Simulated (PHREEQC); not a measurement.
1.9 g of hydrous ferric oxide (600 m²/g; 0.2 weak and 0.005 strong sites per Fe, Dzombak-Morel constants, diffuse double layer) in 1 kg of water with 0.1 mol/kgw of an inert sodium salt, at 25 °C; the pH is set by adding NaOH or the inert anion's acid. Oxygen alone is held at its pressure in air (log pO2 = -0.68). CO2 from the air is kept out. No solid was allowed to form.

Base run: PHREEQC, ion-association model, wateq4f.dat. Each further column changes one thing. The table gives surface charge σ (C/m²).

```csv
pH,base,background salt from 0.1 to 0.01 mol/kgw,oxide from 1.9 to 9.5 g/kgw,0.0023 mol/kgw ZnCl2 added
4,0.321,0.222,0.324,0.323
5,0.215,0.116,0.218,0.220
6,0.112,0.050,0.113,0.126
7,0.045,0.017,0.045,0.099
8,0.004,0.001,0.004,0.069
9,-0.034,-0.013,-0.034,0.035
10,-0.094,-0.041,-0.095,0.002
```

 In at least one series the solution becomes supersaturated in solids that the run did not let form, among them Zn(OH)2-a, Zn5(OH)8Cl2.
